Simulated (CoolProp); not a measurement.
Saturation properties of m-xylene.

Values from CoolProp's reference Helmholtz-energy equation of state, Zhou 2012.

```csv
T (K),p (kPa),liquid viscosity (µPa s),vapour viscosity (µPa s)
399.8,71.74,239,8.59
414.6,108.0,215,8.91
429.4,157.3,195,9.22
444.2,222.6,176,9.54
459,307.2,160,9.88
473.8,414.5,145,10.2
488.6,548.3,131,10.6
503.4,712.4,119,11.0
518.2,911.2,108,11.4
533,1149,97.0,11.8
547.8,1432,86.9,12.3
562.6,1764,77.3,12.8
```

It boils at 412.2 K under 1 atm.

Viscosity comes from a separate model (Cao 2016).
